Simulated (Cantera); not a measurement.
Input (Python, Cantera):

```python
import numpy as np
import cantera as ct

gas = ct.Solution("gri30.yaml")
gas.TPX = 300, 23000, {'CH3OH': 1, 'O2': 1.07, 'N2': 4.03, 'CO2': 0.9, 'H2O': 0.0095}
inlet = ct.Reservoir(gas, clone=True)
gas.equilibrate("HP")  # start burning
reactor = ct.IdealGasConstPressureReactor(gas, energy="on", clone=False)
exhaust = ct.Reservoir(gas, clone=True)
tau = [0.037, 0.02, 0.011, 0.0057, 0.0031, 0.0017, 0.00089, 0.00048, 0.00026, 0.00014, 7.3e-05, 3.9e-05][0]
for a, b in ((inlet, reactor), (reactor, exhaust)):
    ct.MassFlowController(a, b, mdot=lambda t: reactor.mass / tau)
net = ct.ReactorNet([reactor])
show = ['CH3OH', 'O2', 'CO2', 'H2O2', 'CH2', 'C2H2']

rows = []
print(f"{'tau/s':>10s}{'T/K':>9s}" + "".join(f"{s:>11s}" for s in show))
for tau in [0.037, 0.02, 0.011, 0.0057, 0.0031, 0.0017, 0.00089, 0.00048, 0.00026, 0.00014, 7.3e-05, 3.9e-05]:
    net.initial_time = 0.0
    net.advance(30 * tau)
    before = gas.X
    net.advance(40 * tau)
    drift = np.max(np.abs(gas.X - before) / (gas.X + 1e-9))
    rows.append([gas.T, *gas[show].X, drift])
    print(f"{tau:10.3e}{gas.T:9.1f}" + "".join(f"{x:11.3e}" for x in gas[show].X))
```

It prints:

```
     tau/s      T/K      CH3OH         O2        CO2       H2O2        CH2       C2H2
 3.700e-02   1695.0  8.204e-06  1.654e-03  1.596e-01  7.620e-08  2.223e-07  8.193e-09
 2.000e-02   1679.8  1.345e-05  2.173e-03  1.591e-01  9.386e-08  3.809e-07  2.056e-08
 1.100e-02   1665.1  2.249e-05  2.770e-03  1.586e-01  1.107e-07  6.475e-07  5.308e-08
 5.700e-03   1649.1  4.141e-05  3.626e-03  1.576e-01  1.274e-07  1.178e-06  1.586e-07
 3.100e-03   1632.7  7.704e-05  4.847e-03  1.561e-01  1.414e-07  2.088e-06  4.509e-07
 1.700e-03   1609.2  1.559e-04  7.110e-03  1.532e-01  1.596e-07  3.731e-06  1.281e-06
 8.900e-04    300.0  1.427e-01  1.526e-01  1.284e-01 -2.970e-17  4.649e-33 -3.544e-19
 4.800e-04    300.0  1.427e-01  1.526e-01  1.284e-01 -1.097e-18  4.844e-35 -1.310e-20
 2.600e-04    300.0  1.427e-01  1.526e-01  1.284e-01 -1.354e-21  2.296e-35 -1.616e-23
 1.400e-04    300.0  1.427e-01  1.526e-01  1.284e-01 -8.551e-23  8.614e-35 -1.021e-24
 7.300e-05    300.0  1.427e-01  1.526e-01  1.284e-01 -5.401e-24  4.830e-38 -6.447e-26
 3.900e-05    300.0  1.427e-01  1.526e-01  1.284e-01 -3.412e-25  5.274e-41 -4.072e-27
```

Computed with Cantera and GRI-Mech 3.0 (53 species, 325 reactions). GRI-Mech 3.0 was tuned for natural gas; its chemistry of methanol as a main component is partial and can be far from experiment.
